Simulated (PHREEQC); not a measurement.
TMAH is added in steps, without added water, to 1 kg of water holding 0.0097 mol H2SO4, 0.0008 mol MnSO4 and 0.00024 mol NiSO4, at 25 °C. No oxygen is let in. CO2 from the air is kept out. Nothing may precipitate in this run.

Base run: PHREEQC, ion-association model, wateq4f.dat. Each further column changes one thing. The table gives Mn+2 (mol/kgw).

| TMAH added (mol) | base | Debye-Hückel limiting law | Davies equation for every ion | all activity coefficients set to 1 | metal-ligand complexes left out |
|---|---|---|---|---|---|
| 0 | 0.000600 | 0.000636 | 0.000606 | 0.000447 | 0.000800 |
| 0.0039 | 0.000587 | 0.000628 | 0.000594 | 0.000419 | 0.000800 |
| 0.0091 | 0.000569 | 0.000616 | 0.000577 | 0.000378 | 0.000800 |
| 0.013 | 0.000554 | 0.000608 | 0.000563 | 0.000344 | 0.000800 |
| 0.0169 | 0.000538 | 0.000600 | 0.000548 | 0.000309 | 0.000800 |
| 0.0221 | 0.000218 | 0.000259 | 0.000224 | 0.000114 | 0.000261 |
| 0.026 | 8.94e-5 | 0.000112 | 9.25e-5 | 4.46e-5 | 9.55e-5 |

In at least one series the solution becomes supersaturated in solids that the run did not let form, among them Pyrochroite, Ni(OH)2, Ni4(OH)6SO4. (CH3)4N+ isn't in the database: it is added as a free cation with an ion size of 4 Å.
